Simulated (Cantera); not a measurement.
A perfectly stirred reactor is fed with NO : N₂ = 1 : 3.5 (molar parts), at 17000 Pa; it is held at 2125 K, and followed from long to short residence time.

Computed with Cantera and GRI-Mech 3.0 (53 species, 325 reactions).

x: mole fraction; the columns are a selection and need not sum to one.

```
τ (s)         x NO        x O₂         x O       x N₂O   x N₂       x NO₂
------  ----------  ----------  ----------  ----------  -----  ----------
21          0.0186       0.101     0.00128     3.01e-7  0.879     7.54e-6
4.1     (withheld)  (withheld)     0.00119  (withheld)  0.864  (withheld)
0.79         0.132      0.0448    0.000885     7.37e-6  0.823     3.58e-5
0.15         0.204     0.00900    0.000475     1.89e-5  0.787     2.80e-5
0.030        0.219     0.00136    0.000297     2.21e-5  0.779     1.81e-5
0.0058       0.222  (withheld)  (withheld)     2.04e-5  0.778  (withheld)
0.0011       0.222     4.22e-6     3.49e-5     1.25e-5  0.778     2.11e-6
```

Question: Complete the blanks.

Answer: 
- 4.1, x NO: 0.0491
- 4.1, x O₂: 0.0859
- 4.1, x N₂O: 1.11e-6
- 4.1, x NO₂: 1.83e-5
- 0.0058, x O₂: 0.000128
- 0.0058, x O: 0.000159
- 0.0058, x NO₂: 9.98e-6
